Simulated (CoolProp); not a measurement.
R134a along the isotherm 455 K: density (kg/m³) from the reference equation and from simpler models built on Tc = 374.2 K, pc = 4.059 MPa, ω = 0.327; each cubic takes its own stable root.

Values from CoolProp's reference Helmholtz-energy equation of state, Tillner-Roth 1994.

```csv
p (MPa),phase,reference,van der Waals,Redlich-Kwong,Soave-Redlich-Kwong,Peng-Robinson
0.145,gas,3.935,3.937,3.938,3.934,3.938
0.29,gas,7.919,7.926,7.930,7.914,7.931
0.435,gas,11.95,11.97,11.98,11.94,11.98
0.58,gas,16.04,16.07,16.09,16.02,16.09
0.725,gas,20.18,20.23,20.25,20.14,20.25
0.87,gas,24.37,24.45,24.48,24.32,24.48
1.01,gas,28.47,28.58,28.62,(withheld),28.62
1.16,gas,32.93,(withheld),33.13,32.83,33.12
1.3,gas,37.14,37.34,37.40,37.01,(withheld)
1.45,gas,41.72,41.98,42.05,41.55,(withheld)
1.59,gas,46.05,46.38,(withheld),45.84,46.40
1.74,gas,50.75,51.17,51.25,50.49,51.17
1.88,gas,55.21,55.72,55.80,54.89,55.69
2.03,gas,60.05,60.68,(withheld),(withheld),60.61
```

Q: Complete the blanks.

A: 
- 1.01, Soave-Redlich-Kwong: 28.40
- 1.16, van der Waals: 33.08
- 1.3, Peng-Robinson: 37.38
- 1.45, Peng-Robinson: 42.01
- 1.59, Redlich-Kwong: 46.45
- 2.03, Redlich-Kwong: 60.75
- 2.03, Soave-Redlich-Kwong: 59.67
